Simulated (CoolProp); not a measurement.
Sulfur dioxide at several states: density (kg/m³) from the reference equation and from simpler models built on Tc = 430.6 K, pc = 7887 kPa, ω = 0.256; each cubic takes its own stable root.

Computed with CoolProp (reference Helmholtz-energy equation of state, Gao 2016).

| T (K) | p (kPa) | phase | reference | Redlich-Kwong | Soave-Redlich-Kwong | Peng-Robinson |
|---|---|---|---|---|---|---|
| 273.6 | 256 | liquid | ___ | 7.511 | ___ | 1453 |
| 351.1 | 4850 | liquid | 1214 | 1023 | ___ | 1214 |
| 361.9 | 268 | gas | 5.835 | 5.818 | 5.825 | 5.834 |
| 296.2 | 1480 | liquid | 1375 | ___ | 1232 | ___ |

**Question.** Fill in the missing entries.

**Answer.** 
- 273.6, reference: 1434
- 273.6, Soave-Redlich-Kwong: 1286
- 351.1, Soave-Redlich-Kwong: 1072
- 296.2, Redlich-Kwong: 1186
- 296.2, Peng-Robinson: 1394

At some of these states Redlich-Kwong gives the other phase, because its saturation line lies elsewhere.
